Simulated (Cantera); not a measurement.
A closed system holds: 1 mol C, 38 mol H2, 0.009 mol O2, at 750 K.

Method: chemical equilibrium by Gibbs-energy minimisation in Cantera with the NASA 1993 tables (ideal gas, pure condensed phases). Candidate condensed phases: C, C6H6, C7H8, C8H18, H2O; 110 gas species. The ideal-gas law is rough above about 30 bar. Rates play no part.

Which condensed phases are stable at each of these points (P (Pa)): 10, 46, 220, 1000, 4600, 22000, 100000, 460000, 2200000, 10000000?


| P (Pa) | condensed phases | C condensed (%) |
|---|---|---|
| 10 | C(graphite) | 97.0 |
| 46 | C(graphite) | 92.7 |
| 220 | C(graphite) | 72.4 |
| 1000 | gas only | 0.0 |
| 4600 | gas only | 0.0 |
| 22000 | gas only | 0.0 |
| 100000 | gas only | 0.0 |
| 460000 | gas only | 0.0 |
| 2200000 | gas only | 0.0 |
| 10000000 | gas only | 0.0 |

From 10.0 Pa to 2.20 mbar the condensed part is C(graphite). From 10.0 mbar to 100 bar nothing is condensed.
